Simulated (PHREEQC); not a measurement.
# Brine: an equilibrium model

A solution holds 0.45 mol MgSO4, 0.011 mol CaCl2 and 0.43 mol MgCl2 per kg of water, at 90 °C and 100 atm. Closed to the air; pH follows from the charge balance.

All values are PHREEQC results (Pitzer model, pitzer.dat), not measurements.

No solid was allowed to form.

Estimate the activity of water, density.

activity of water 0.970; density 1.055 g/cm³.

Species that the database lacks are ignored. Under pressure, the constants of complexes without a molar volume in the database are unreliable. Away from 25 °C the constants follow the database's enthalpies or fits; those with neither stay at their 25 °C values.
